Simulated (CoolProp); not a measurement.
Sulfur dioxide along the isobar 83.4 bar: fugacity coefficient from the reference equation and from simpler models built on Tc = 430.6 K, pc = 78.87 bar, ω = 0.256; each cubic takes its own stable root.

Model: reference Helmholtz-energy equation of state, Gao 2016, in CoolProp.

| T (K) | phase | reference |
|---|---|---|
| 414.1 | liquid | 0.5269 |
| 421.5 | liquid | 0.5724 |
| 428.9 | liquid | 0.6172 |
| 436.3 | supercritical | 0.6553 |
| 443.7 | supercritical | 0.6798 |
| 451.1 | supercritical | 0.7004 |
| 458.5 | supercritical | 0.7186 |
| 465.9 | supercritical | 0.7351 |
| 473.3 | supercritical | 0.7503 |
| 480.7 | supercritical | 0.7642 |
| 488 | supercritical | 0.7770 |
| 495.4 | supercritical | 0.7891 |
| 502.8 | supercritical | 0.8004 |
| 510.2 | supercritical | 0.8109 |
| 517.6 | supercritical | 0.8209 |
| 525 | supercritical | 0.8302 |

Task: How far does each simpler model (van der Waals, Redlich-Kwong, Soave-Redlich-Kwong, Peng-Robinson) lie from the reference over these 16 states: mean and median of the absolute difference, and the worst?

Result: 
- van der Waals: mean 3.5 %, median 1.8 %, worst +15.5 % at 414.1 K and 83.4 bar
- Redlich-Kwong: mean 1.8 %, median 1.6 %, worst +6.0 % at 414.1 K and 83.4 bar
- Soave-Redlich-Kwong: mean 1.2 %, median 0.8 %, worst +3.0 % at 414.1 K and 83.4 bar
- Peng-Robinson: mean 2.2 %, median 2.4 %, worst -2.6 % at 465.9 K and 83.4 bar
